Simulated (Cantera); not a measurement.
Feed: 1 mol BF3, 8.2 mol O2, 29 mol N2, held at 1273 K and 0.600 bar.

These are equilibrium values from Cantera (NASA tables, ideal gas, pure condensed phases), not measurements of a reactor. Candidate condensed phases: B, BN, B2O3; 31 gas species. Kinetics and transport are ignored.

Base state: N2 0.759, O2 0.214, BF3 0.0262, NO 0.000328 (mole fractions); condensed: gas only.

Problem. What changes in the equilibrium state with this change: temperature from 1273 K to 1948 K?

Solution. 
| species | before | after |
|---|---|---|
| N2 | 0.759 | 0.755 |
| O2 | 0.214 | 0.211 |
| BF3 | 0.0262 | 0.0258 |
| NO | 0.000328 | 0.00649 |
| O | 6.43e-8 | 0.000263 |
| BOF | 1.24e-7 | 0.000329 |
| F | 3.54e-7 | 0.000674 |
| BOF2 | 1.05e-7 | 1.61e-5 |
